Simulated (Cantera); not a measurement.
Input: 1 mol SiH2Cl2, 0.13 mol H2O, 0.1 mol H2, held at 602 °C and 43.0 mbar.

These are equilibrium values from Cantera (NASA tables, ideal gas, pure condensed phases), not measurements of a reactor. Candidate condensed phases: H2O, Si, SiO2; 30 gas species. The tables' values for SiCl3 are old estimates; treat these amounts as uncertain. Equilibrium is a limit: real reactors are often held back by kinetics, nucleation or transport.

What is the equilibrium state?


* **x(H2)**: 0.690
* **x(SiCl4)**: 0.254
* **x(SiHCl3)**: 0.0464
* **x(HCl)**: 0.00826
* **x(SiH2Cl2)**: 0.000775
* **x(SiCl3)**: 0.000744
* **x(SiCl2)**: 0.000126
* **x(SiH3Cl)**: 3.12e-6
* **n(Si(s))**: 0.418 mol
* **n(SiO2(β-quartz))**: 0.0650 mol
* **gas amount**: 1.713 mol
